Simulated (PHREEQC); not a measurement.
A solution holds 0.00041 mol Ca(OH)2 per kg of water, at 25 °C. Closed to the air; pH follows from the charge balance.

Equilibrium calculation in PHREEQC: ion-association model, phreeqc.dat.

```
quantity                   before    after
------------------------  -------  -------
pH                          10.89    10.18
ionic strength (mol/kgw)  0.00122  0.00123
CaOH+ (mol/kgw)           4.64e-6  9.08e-7
```

Task: Which change was made?
A. 0.00066 mol/kgw H2S added
B. Ca(OH)2 from 0.00041 to 0.000451 mol/kgw
C. temperature from 25 to 85 °C
D. Ca(OH)2 from 0.00041 to 0.000615 mol/kgw
E. diluted 5-fold with water

Result: A, 0.00066 mol/kgw H2S added

This is a speciation only: nothing precipitates in the calculation.
